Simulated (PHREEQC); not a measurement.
Synthetic water in mmol/kgw, 69 °C, pH 6.86, pe 9.4:

```tsv
constituent	mmol/kgw
Na	0.0123
K	0.0194
Ca	0.0115
Mg	0.0281
Cl	0.0224
S(6)	0.0155
Alkalinity (meq/kgw)	0.0573
Zn	8.8e-05
Sr	0.000132
Pb	0.00108
B	0.000198
Ba	0.000542
O(0) (counted as O atoms)	0.000612
```

Valence states are taken as typed.

Equilibrium calculation in PHREEQC: ion-association model, phreeqc.dat.

This is a speciation only: nothing precipitates in the calculation.

What charge-balance error does the model give?

charge-balance error 1.7 %.

In which forms is C present?

HCO3- 78 %, CO2 21 % of the C.

Examples of supersaturated solids here: Pb(OH)2. Others may be too. Away from 25 °C the constants follow the database's enthalpies or fits; those with neither stay at their 25 °C values.
